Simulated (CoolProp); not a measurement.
The numbers come from the reference Helmholtz-energy equation of state, Schroeder 2014 in CoolProp.

Q: Give the vapour pressure (bar), vapour Z, liquid viscosity (µPa s) of saturated ethanol at 120.35 °C.

A: 
| T (°C) | p (bar) | vapour Z | liquid viscosity (µPa s) |
|---|---|---|---|
| 120.35 | 4.32 | 0.917 | 248 |

Viscosity comes from a separate model (Kiselev 2005).
